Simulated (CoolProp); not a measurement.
Computed with CoolProp (reference Helmholtz-energy equation of state, Outcalt 1996). It is a modified Benedict-Webb-Rubin equation, recast in Helmholtz form.

**Question.** For R152A, give the phase and the density (kg/m³), cp (kJ/(kg K)), speed of sound (m/s), Joule-Thomson coefficient (K/MPa) at 332.2 K and 0.49 MPa; 332.2 K and 2.54 MPa; 332.2 K and 8.72 MPa.

**Answer.** 
- 332.2 K and 0.49 MPa: gas; density 12.6, cp 1.20, speed of sound 205, Joule-Thomson coefficient 19.9
- 332.2 K and 2.54 MPa: liquid; density 810, cp 2.00, speed of sound 491, Joule-Thomson coefficient 0.220
- 332.2 K and 8.72 MPa: liquid; density 845, cp 1.86, speed of sound 579, Joule-Thomson coefficient 0.0128
